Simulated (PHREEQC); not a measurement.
A column of 0.1 m (30 cells, dispersivity 0.005 m, 60 s a shift, diffusion coefficient 3e-10 m²/s) holds 0.02 eq of the database's cation exchanger X per kg of pore water, first in equilibrium with 0.034 mol NH4Cl, 0.0018 mol KCl and 1e-05 mol HCl per kg of water. It is flushed with 0.0058 mol (NH4)2SO4 and 1e-05 mol HCl per kg of water, at 15 °C. Values are for the last cell. No CO2 enters from the air. Precipitation was switched off in this run.

Model: ion-association model, phreeqc.dat, run in PHREEQC.

```json
[
 {"pore volumes": "0", "S in solution (mol/kgw)": "0", "Cl in solution (mol/kgw)": "0.0358", "K in solution (mol/kgw)": "0.00180", "NH4 in solution (mol/kgw)": "0.0340", "KX on the exchanger (mol/kgw)": "0.00128"},
 {"pore volumes": "0.4167", "S in solution (mol/kgw)": "1.62e-5", "Cl in solution (mol/kgw)": "0.0357", "K in solution (mol/kgw)": "0.00180", "NH4 in solution (mol/kgw)": "0.0339", "KX on the exchanger (mol/kgw)": "0.00128"},
 {"pore volumes": "0.8167", "S in solution (mol/kgw)": "0.00180", "Cl in solution (mol/kgw)": "0.0247", "K in solution (mol/kgw)": "0.00141", "NH4 in solution (mol/kgw)": "0.0269", "KX on the exchanger (mol/kgw)": "0.00128"},
 {"pore volumes": "1.217", "S in solution (mol/kgw)": "0.00454", "Cl in solution (mol/kgw)": "0.00776", "K in solution (mol/kgw)": "0.000824", "NH4 in solution (mol/kgw)": "0.0160", "KX on the exchanger (mol/kgw)": "0.00127"},
 {"pore volumes": "1.817", "S in solution (mol/kgw)": "0.00569", "Cl in solution (mol/kgw)": "0.000668", "K in solution (mol/kgw)": "0.000547", "NH4 in solution (mol/kgw)": "0.0115", "KX on the exchanger (mol/kgw)": "0.00118"},
 {"pore volumes": "2.217", "S in solution (mol/kgw)": "0.00578", "Cl in solution (mol/kgw)": "0.000114", "K in solution (mol/kgw)": "0.000471", "NH4 in solution (mol/kgw)": "0.0112", "KX on the exchanger (mol/kgw)": "0.00105"},
 {"pore volumes": "2.617", "S in solution (mol/kgw)": "0.00580", "Cl in solution (mol/kgw)": "2.51e-5", "K in solution (mol/kgw)": "0.000388", "NH4 in solution (mol/kgw)": "0.0112", "KX on the exchanger (mol/kgw)": "0.000873"},
 {"pore volumes": "3.017", "S in solution (mol/kgw)": "0.00580", "Cl in solution (mol/kgw)": "1.21e-5", "K in solution (mol/kgw)": "0.000300", "NH4 in solution (mol/kgw)": "0.0113", "KX on the exchanger (mol/kgw)": "0.000678"},
 {"pore volumes": "3.417", "S in solution (mol/kgw)": "0.00580", "Cl in solution (mol/kgw)": "1.03e-5", "K in solution (mol/kgw)": "0.000220", "NH4 in solution (mol/kgw)": "0.0114", "KX on the exchanger (mol/kgw)": "0.000499"},
 {"pore volumes": "3.817", "S in solution (mol/kgw)": "0.00580", "Cl in solution (mol/kgw)": "1.00e-5", "K in solution (mol/kgw)": "0.000155", "NH4 in solution (mol/kgw)": "0.0114", "KX on the exchanger (mol/kgw)": "0.000351"},
 {"pore volumes": "4.217", "S in solution (mol/kgw)": "0.00580", "Cl in solution (mol/kgw)": "1.00e-5", "K in solution (mol/kgw)": "0.000105", "NH4 in solution (mol/kgw)": "0.0115", "KX on the exchanger (mol/kgw)": "0.000240"},
 {"pore volumes": "4.817", "S in solution (mol/kgw)": "0.00580", "Cl in solution (mol/kgw)": "1.00e-5", "K in solution (mol/kgw)": "5.65e-5", "NH4 in solution (mol/kgw)": "0.0115", "KX on the exchanger (mol/kgw)": "0.000129"},
 {"pore volumes": "5.217", "S in solution (mol/kgw)": "0.00580", "Cl in solution (mol/kgw)": "1.00e-5", "K in solution (mol/kgw)": "3.64e-5", "NH4 in solution (mol/kgw)": "0.0116", "KX on the exchanger (mol/kgw)": "8.29e-5"},
 {"pore volumes": "5.617", "S in solution (mol/kgw)": "0.00580", "Cl in solution (mol/kgw)": "1.00e-5", "K in solution (mol/kgw)": "2.31e-5", "NH4 in solution (mol/kgw)": "0.0116", "KX on the exchanger (mol/kgw)": "5.27e-5"},
 {"pore volumes": "6.017", "S in solution (mol/kgw)": "0.00580", "Cl in solution (mol/kgw)": "1.00e-5", "K in solution (mol/kgw)": "1.45e-5", "NH4 in solution (mol/kgw)": "0.0116", "KX on the exchanger (mol/kgw)": "3.31e-5"}
]
```
